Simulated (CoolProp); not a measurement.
Vapour pressure (bar) of R1336mzz(E): the reference equation beside estimates from Tc = 403.5 K, pc = 27.79 bar, ω = 0.413. Clausius-Clapeyron is anchored at 287 K with a constant enthalpy of vaporisation of 24.68 kJ/mol.

Values from CoolProp's reference Helmholtz-energy equation of state, Akasaka 2023.

| T (K) | reference | Lee-Kesler | Clausius-Clapeyron | van der Waals | Redlich-Kwong | Soave-Redlich-Kwong |
|---|---|---|---|---|---|---|
| 244 | (withheld) | 0.1684 | 0.2074 | 2.524 | 0.6170 | 0.1696 |
| 250.1 | 0.2378 | 0.2368 | 0.2791 | 2.904 | 0.7936 | 0.2380 |
| 256.3 | 0.3294 | 0.3281 | 0.3719 | 3.328 | (withheld) | 0.3292 |
| 262.4 | 0.4455 | 0.4440 | 0.4868 | 3.783 | (withheld) | 0.4448 |
| 268.6 | 0.5950 | 0.5936 | 0.6320 | 4.287 | 1.565 | 0.5939 |
| 274.7 | 0.7786 | 0.7775 | 0.8077 | 4.824 | 1.912 | 0.7773 |
| 280.9 | 1.008 | 1.008 | 1.025 | 5.414 | 2.318 | 1.007 |
| 287 | 1.283 | 1.284 | 1.283 | 6.039 | 2.775 | 1.283 |
| 293.2 | 1.620 | 1.622 | 1.597 | 6.720 | 3.303 | 1.622 |
| 299.3 | 2.014 | 2.018 | 1.963 | 7.436 | 3.888 | 2.019 |
| 305.5 | 2.486 | 2.493 | 2.401 | 8.213 | 4.555 | 2.496 |
| 311.6 | 3.030 | 3.038 | 2.904 | 9.027 | 5.285 | 3.046 |
| 317.8 | 3.671 | 3.681 | 3.496 | 9.904 | 6.107 | 3.697 |
| 323.9 | 4.398 | 4.410 | 4.169 | 10.82 | 6.998 | 4.435 |
| 330.1 | 5.244 | 5.256 | 4.952 | 11.80 | 7.992 | 5.296 |

**Question.** What belongs in the gaps?

**Answer.** 
- 244, reference: 0.1691
- 256.3, Redlich-Kwong: 1.010
- 262.4, Redlich-Kwong: 1.263

Absolute difference from the reference over all 15 rows, mean and median: Lee-Kesler 0.2 and 0.3 %, Clausius-Clapeyron 6.7 and 4.8 %, van der Waals 505.0 and 370.7 %, Redlich-Kwong 131.7 and 116.3 %, Soave-Redlich-Kwong 0.3 and 0.2 %.
